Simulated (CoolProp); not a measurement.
Model: reference Helmholtz-energy equation of state, Lemmon 2006, in CoolProp. It is a short technical equation, of lower accuracy than the large ones.

Question: For isohexane, give the phase and the cp (kJ/(kg K)) at 247.45 °C and 0.101 MPa; 276.85 °C and 0.101 MPa.

Answer: 
- 247.45 °C and 0.101 MPa: gas; cp 2.64
- 276.85 °C and 0.101 MPa: gas; cp 2.75
